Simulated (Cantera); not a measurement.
What does this Cantera script print?

```python
import numpy as np
import cantera as ct

gas_names = """
    Cr CrO CrO2 CrO3 H HO2 H2 H2O H2O2 O OH O2 O3
""".split()
cond_names = """
    Cr(cr) Cr(L) Cr2O3(s) Cr2O3(L) H2O(s) H2O(L)
""".split()


def load(file, names, dense=False):
    # The tables refer to 1 bar. Condensed volumes are neglected.
    table = {s.name: s for s in ct.Species.list_from_file(file)}
    out = []
    for n in names:
        d = dict(table[n].input_data)
        d["thermo"] = dict(d["thermo"], **{"reference-pressure": 1e5})
        if dense:
            d["equation-of-state"] = {"model": "constant-volume", "density": "1e6 g/cm^3"}
        out.append(ct.Species.from_dict(d))
    return out


gas = ct.Solution(thermo="ideal-gas", species=load("nasa_gas.yaml", gas_names))
cond = {s.name: ct.Solution(thermo="fixed-stoichiometry", species=[s], name=s.name)
        for s in load("nasa_condensed.yaml", cond_names, dense=True)}
atoms = {
    'Cr2O3': {'Cr': 2, 'O': 3},
    'H2': {'H': 2},
}
top_T = {}  # K; cautious upper limits of use, not melting points


def equilibrate(T, P, feed):
    n = {}
    for name, mol in feed.items():
        for a, k in atoms[name].items():
            n[a] = n.get(a, 0.0) + k * mol
    gas.TPX = T, P, n
    mass = sum(n.values()) * gas.mean_molecular_weight
    gas.equilibrate("TP")
    valid = [c for c in cond.values() if c.min_temp <= T <= top_T.get(c.name, c.max_temp)]
    mix = ct.Mixture([(gas, mass / gas.mean_molecular_weight)] + [(c, 0.0) for c in valid])
    mix.T, mix.P = T, P
    mix.equilibrate("TP", solver="vcs", rtol=1e-11, max_steps=5000)
    return mix


results = []
feed = {'Cr2O3': 1, 'H2': 2.6}  # mol
T = 1273.15  # K
P = 530000  # Pa
mix = equilibrate(T, P, feed)
results.append((T, P, feed, dict(zip(mix.species_names, mix.species_moles))))
x = sorted(zip(gas.X, gas.species_names), reverse=True)
print(f"T = {T:g} K  P = {P:g} Pa  gas = {mix.phase_moles(0):.4g} mol")
print("   x: " + "  ".join(f"{s} {v:.3e}" for v, s in x if v > 0.001))
print("   condensed (mol): " + ("  ".join(f"{mix.phase(i).name} {mix.phase_moles(i):.4g}"
      for i in range(1, mix.n_phases) if mix.phase_moles(i) > 1e-12) or "none"))
```

Output:

```
T = 1273.15 K  P = 530000 Pa  gas = 2.6 mol
   x: H2 9.998e-01
   condensed (mol): Cr(cr) 0.0003651  Cr2O3(s) 0.9998
```

Equilibrium computed with Cantera from the NASA thermochemical tables; the gas is ideal and each condensed phase is pure. Mutual solubility and eutectic melting of coexisting phases are not modelled.
